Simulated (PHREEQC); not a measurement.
CaCl2 is added in steps, without added water, to 1 kg of water holding 0.11 mol LiBr and 0.0013 mol FeCl2, at 80 °C. The system is closed to oxygen. The system is closed to CO2. Only these solids could form: Portlandite.

Base run: PHREEQC, ion-association model, wateq4f.dat. Each further column changes one thing. The table gives FeCl+ (mol/kgw).

```csv
CaCl2 added (mol),base,Davies equation for every ion,all activity coefficients set to 1
0,1.57e-6,(withheld),(withheld)
0.01375,1.62e-5,1.54e-5,5.16e-5
0.0275,2.83e-5,2.74e-5,9.54e-5
0.055,4.83e-5,4.89e-5,0.000174
0.06875,5.68e-5,5.93e-5,0.000210
0.0825,6.48e-5,(withheld),0.000243
0.09625,7.22e-5,8.03e-5,(withheld)
0.1237,8.59e-5,0.000102,0.000333
0.1375,9.23e-5,0.000114,0.000359
0.1512,9.84e-5,0.000126,0.000384
0.165,0.000104,(withheld),0.000408
0.1925,0.000116,0.000165,(withheld)
0.2062,0.000121,0.000180,0.000472
0.22,0.000126,0.000195,0.000492
```

Fill in the missing entries.


- 0, Davies equation for every ion: 1.48e-6
- 0, all activity coefficients set to 1: 4.63e-6
- 0.0825, Davies equation for every ion: 6.97e-5
- 0.09625, all activity coefficients set to 1: 0.000275
- 0.165, Davies equation for every ion: 0.000139
- 0.1925, all activity coefficients set to 1: 0.000452

The ionic strength passes 0.7 mol/kgw, the rough limit of the ion-association models, in part of: base; Davies equation for every ion; all activity coefficients set to 1. At this temperature some constants are extrapolated from 25 °C, and those without enthalpy data are left unchanged.
